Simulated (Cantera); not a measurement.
Cantera run:

```python
import numpy as np
import cantera as ct

gas_names = """
    AL ALH ALN ALO ALOH ALO2 ALO2H AL2 AL2O AL2O2 H HALO HNO HNO2 HNO3 HO2 H2 H2O H2O2 N NH NH2 NH3
    NH2OH NO NO2 NO3 N2 N2H2 N2H4 N2O O OH O2 O3
""".split()
cond_names = """
    AL(cr) AL(L) ALN(s) AL2O3(a) AL2O3(L) H2O(s) H2O(L)
""".split()


# ... load() reads the species with a 1 bar reference pressure and builds the phases ...
atoms = {
    'Al': {'AL': 1},
    'H2O': {'H': 2, 'O': 1},
    'N2': {'N': 2},
}
top_T = {'ALN(s)': 2750}  # K; cautious upper limits of use, not melting points


# ... equilibrate(T, P, feed) seeds the gas with the atoms and calls Mixture.equilibrate('TP', solver="vcs", rtol=1e-11, max_steps=5000) ...
results = []
feed = {'Al': 1, 'H2O': 1.8, 'N2': 6.3}  # mol
T = 2025  # K
P = 34000  # Pa
mix = equilibrate(T, P, feed)
results.append((T, P, feed, dict(zip(mix.species_names, mix.species_moles))))
x = sorted(zip(gas.X, gas.species_names), reverse=True)
print(f"T = {T:g} K  P = {P:g} Pa  gas = {mix.phase_moles(0):.4g} mol")
print("   x: " + "  ".join(f"{s} {v:.3e}" for v, s in x if v > 0.0001))
print("   condensed (mol): " + ("  ".join(f"{mix.phase(i).name} {mix.phase_moles(i):.4g}"
      for i in range(1, mix.n_phases) if mix.phase_moles(i) > 1e-12) or "none"))
```

Output:

```
T = 2025 K  P = 34000 Pa  gas = 8.106 mol
   x: N2 7.772e-01  H2 1.844e-01  H2O 3.698e-02  H 1.417e-03
   condensed (mol): AL2O3(a) 0.5
```

Equilibrium computed with Cantera from the NASA thermochemical tables; the gas is ideal and each condensed phase is pure. Gases not in the tables: Al(OH)3.
